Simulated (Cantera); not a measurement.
A Cantera script and what it prints.

```python
import numpy as np
import cantera as ct

gas_names = """
    B BH BH2 BH3 BN BO BO2 B2 B2O B2O2 B2O3 B3O3H3 H HBO HBO2 HNO HNO2 HNO3 HO2 H2 H2O H2O2 H3B3O6 N NH
    NH2 NH3 NH2OH NO NO2 NO3 N2 N2H2 N2H4 N2O O OH O2 O3
""".split()
cond_names = """
    B(b) B(L) BN(s) B2O3(L) B3O3H3(cr) H2O(s) H2O(L)
""".split()


# ... load() reads the species with a 1 bar reference pressure and builds the phases ...
atoms = {
    'B2H6': {'B': 2, 'H': 6},
    'H2O': {'H': 2, 'O': 1},
    'N2': {'N': 2},
}
top_T = {'BN(s)': 3200}  # K; cautious upper limits of use, not melting points


# ... equilibrate(T, P, feed) seeds the gas with the atoms and calls Mixture.equilibrate('TP', solver="vcs", rtol=1e-11, max_steps=5000) ...
results = []
T = 1448.15  # K
P = 210  # Pa
for m in [0.95, 1.8, 3.5, 6.6, 12, 24, 45, 86, 160]:
    feed = {'B2H6': 1, 'H2O': 4.9, 'N2': m}  # mol
    mix = equilibrate(T, P, feed)
    results.append((T, P, feed, dict(zip(mix.species_names, mix.species_moles))))
    x = sorted(zip(gas.X, gas.species_names), reverse=True)
    print(f"T = {T:g} K  P = {P:g} Pa  n(N2) = {m:g} mol  gas = {mix.phase_moles(0):.4g} mol")
    print("   x: " + "  ".join(f"{s} {v:.3e}" for v, s in x if v > 0.001))
    print("   condensed (mol): " + ("  ".join(f"{mix.phase(i).name} {mix.phase_moles(i):.4g}"
          for i in range(1, mix.n_phases) if mix.phase_moles(i) > 1e-12) or "none"))
```

Output:

```
T = 1448.15 K  P = 210 Pa  n(N2) = 0.95 mol  gas = 9.465 mol
   x: H2 6.336e-01  H2O 1.395e-01  HBO2 1.227e-01  N2 1.004e-01  B2O3 3.436e-03
   condensed (mol): B2O3(L) 0.3856
T = 1448.15 K  P = 210 Pa  n(N2) = 1.8 mol  gas = 10.34 mol
   x: H2 5.800e-01  N2 1.741e-01  H2O 1.256e-01  HBO2 1.164e-01  B2O3 3.436e-03
   condensed (mol): B2O3(L) 0.3613
T = 1448.15 K  P = 210 Pa  n(N2) = 3.5 mol  gas = 12.08 mol
   x: H2 4.962e-01  N2 2.896e-01  HBO2 1.061e-01  H2O 1.043e-01  B2O3 3.436e-03
   condensed (mol): B2O3(L) 0.3162
T = 1448.15 K  P = 210 Pa  n(N2) = 6.6 mol  gas = 15.26 mol
   x: N2 4.326e-01  H2 3.930e-01  HBO2 9.208e-02  H2O 7.857e-02  B2O3 3.436e-03
   condensed (mol): B2O3(L) 0.2436
T = 1448.15 K  P = 210 Pa  n(N2) = 12 mol  gas = 20.76 mol
   x: N2 5.779e-01  H2 2.888e-01  HBO2 7.603e-02  H2O 5.357e-02  B2O3 3.436e-03
   condensed (mol): B2O3(L) 0.1375
T = 1448.15 K  P = 210 Pa  n(N2) = 24 mol  gas = 32.9 mol
   x: N2 7.295e-01  H2 1.822e-01  HBO2 5.447e-02  H2O 3.057e-02  B2O3 3.090e-03
   condensed (mol): none
T = 1448.15 K  P = 210 Pa  n(N2) = 45 mol  gas = 53.9 mol
   x: N2 8.349e-01  H2 1.112e-01  HBO2 3.325e-02  H2O 1.866e-02  B2O3 1.886e-03
   condensed (mol): none
T = 1448.15 K  P = 210 Pa  n(N2) = 86 mol  gas = 94.9 mol
   x: N2 9.062e-01  H2 6.315e-02  HBO2 1.889e-02  H2O 1.060e-02  B2O3 1.071e-03
   condensed (mol): none
T = 1448.15 K  P = 210 Pa  n(N2) = 160 mol  gas = 168.9 mol
   x: N2 9.473e-01  H2 3.548e-02  HBO2 1.061e-02  H2O 5.956e-03
   condensed (mol): none
```

Cantera equilibrium calculation (NASA polynomials, part measured and part estimated; ideal gas, pure solids and liquids). The feed counts by its element totals alone. Gases not in the tables: H3BO3.
